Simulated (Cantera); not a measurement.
A closed system holds: 1 mol SO2, 2 mol O2, at 2050 K and 27.8 Torr.

These are equilibrium values from Cantera (NASA tables, ideal gas, pure condensed phases), not measurements of a reactor. Rates play no part.

```csv
species,before,after
O2,0.663,0.666
SO2,0.332,0.332
SO3,0.000255,0.00133
O,0.00412,0.000794
SO,0.000490,9.40e-5
```
Gas species are given as mole fractions.

### Question
What was changed between the two runs?
A) temperature from 2050 K to 2648 K
B) temperature from 2050 K to 2750 K
C) pressure from 27.8 Torr to 750 Torr
D) O2 from 2 to 0.25 mol

### Answer
C, pressure from 27.8 Torr to 750 Torr
